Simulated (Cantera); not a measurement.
Input (Python, Cantera):

```python
import numpy as np
import cantera as ct

gas = ct.Solution("gri30.yaml")
gas.TPX = 1825, 100000, {'C2H6': 1, 'N2': 9.5}
reactor = ct.IdealGasConstPressureReactor(gas, energy="off", clone=False)
net = ct.ReactorNet([reactor])
net.rtol, net.atol = 1e-08, 1e-18
show = ['C2H6', 'C2H2', 'H', 'CH4', 'CH3', 'H2', 'C2H4']
times = np.geomspace(0.0005, 4, 14)

steps = ct.SolutionArray(gas, extra=["t"])
rows = []
print(f"{'t/s':>10s}{'T/K':>9s}{'P/Pa':>11s}" + "".join(f"{s:>11s}" for s in show))
for t in times:
    while net.time < t:
        t_next = net.step()
        steps.append(gas.state, t=t_next)
    rows.append([np.interp(t, steps.t, y) for y in (steps.T, steps.P, *steps(*show).X.T)])
    print(f"{t:10.3e}{rows[-1][0]:9.1f}{rows[-1][1]:11.4g}" + "".join(f"{x:11.3e}" for x in rows[-1][2:]))
rate = np.gradient(steps.T, steps.t)
print("integrator steps:", len(steps.t))
if steps.T.max() > steps.T[0] + 200:
    print(f"time of steepest temperature rise: {steps.t[rate.argmax()]:.4e} s")
gas.TPX = 1825, 100000, {'C2H6': 1, 'N2': 9.5}
gas.equilibrate("TP")
print(f"equilibrium (TP): T = {gas.T:.1f} K  " + "  ".join(f"{s} {gas[s].X[0]:.3e}" for s in show))
```

Output:

```
       t/s      T/K       P/Pa       C2H6       C2H2          H        CH4        CH3         H2       C2H4
 5.000e-04   1825.0      1e+05  3.044e-05  6.616e-02  1.257e-04  2.835e-02  5.825e-04  1.199e-01  1.770e-03
 9.982e-04   1825.0      1e+05  2.649e-05  6.812e-02  1.307e-04  2.631e-02  5.467e-04  1.236e-01  5.885e-04
 1.993e-03   1825.0      1e+05  2.032e-05  6.969e-02  1.361e-04  2.299e-02  4.811e-04  1.283e-01  4.400e-04
 3.978e-03   1825.0      1e+05  1.297e-05  7.178e-02  1.435e-04  1.832e-02  3.869e-04  1.347e-01  3.546e-04
 7.942e-03   1825.0      1e+05  6.564e-06  7.415e-02  1.527e-04  1.295e-02  2.773e-04  1.420e-01  2.878e-04
 1.585e-02   1825.0      1e+05  2.611e-06  7.627e-02  1.618e-04  8.095e-03  1.760e-04  1.487e-01  2.536e-04
 3.165e-02   1825.0      1e+05  8.636e-07  7.779e-02  1.688e-04  4.596e-03  1.013e-04  1.534e-01  2.438e-04
 6.319e-02   1825.0      1e+05  2.682e-07  7.869e-02  1.732e-04  2.501e-03  5.561e-05  1.563e-01  2.436e-04
 1.261e-01   1825.0      1e+05  9.663e-08  7.915e-02  1.754e-04  1.419e-03  3.171e-05  1.578e-01  2.452e-04
 2.518e-01   1825.0      1e+05  5.295e-08  7.934e-02  1.764e-04  9.693e-04  2.170e-05  1.584e-01  2.462e-04
 5.027e-01   1825.0      1e+05  4.489e-08  7.939e-02  1.766e-04  8.610e-04  1.928e-05  1.585e-01  2.464e-04
 1.004e+00   1825.0      1e+05  4.439e-08  7.939e-02  1.766e-04  8.540e-04  1.913e-05  1.585e-01  2.464e-04
 2.004e+00   1825.0      1e+05  4.438e-08  7.939e-02  1.766e-04  8.538e-04  1.912e-05  1.585e-01  2.464e-04
 4.000e+00   1825.0      1e+05  4.437e-08  7.938e-02  1.766e-04  8.537e-04  1.912e-05  1.585e-01  2.464e-04
integrator steps: 1474
equilibrium (TP): T = 1825.0 K  C2H6 1.818e-08  C2H2 3.227e-02  H 1.769e-04  CH4 5.476e-04  CH3 1.224e-05  H2 1.591e-01  C2H4 1.005e-04
```

Computed with Cantera and GRI-Mech 3.0 (53 species, 325 reactions). GRI-Mech 3.0 stops at C3 and has no aromatics, soot or wall deposition, so with more carbon than oxygen in the feed, carbon stays in small species such as C2H2 where larger ones or solid carbon would form.
